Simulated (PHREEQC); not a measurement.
**Alkaline etch or developer: speciation**

Make-up at 25 °C: 9.1 mmol/kgw TMAH and 4 mmol/kgw CO2. Closed to the air; pH follows from the charge balance.

Equilibrium calculation in PHREEQC: ion-association model, wateq4f.dat.

Precipitation was switched off in this run.

### Question
Estimate the pH, ionic strength.

### Answer
pH 11.13; ionic strength 0.0127 mol/kgw.

### Question
In which forms is C present?

### Answer
CO3-2 90 %, HCO3- 10 % of the C.

(CH3)4N+ isn't in the database: it is added as a free cation with an ion size of 4 Å.
